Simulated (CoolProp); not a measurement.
Computed with CoolProp (reference Helmholtz-energy equation of state, Thol 2012).

Problem. For benzene, give the phase and the isothermal compressibility (1/MPa), conductivity (mW/(m K)), fugacity coefficient at 307.4 K and 1.38 bar; 310 K and 3.48 bar.

Solution. 
- 307.4 K and 1.38 bar: liquid; isothermal compressibility 0.00104, conductivity 138, fugacity coefficient 0.138
- 310 K and 3.48 bar: liquid; isothermal compressibility 0.00106, conductivity 137, fugacity coefficient 0.0615

Thermal conductivity comes from a separate model (Assael 2012).
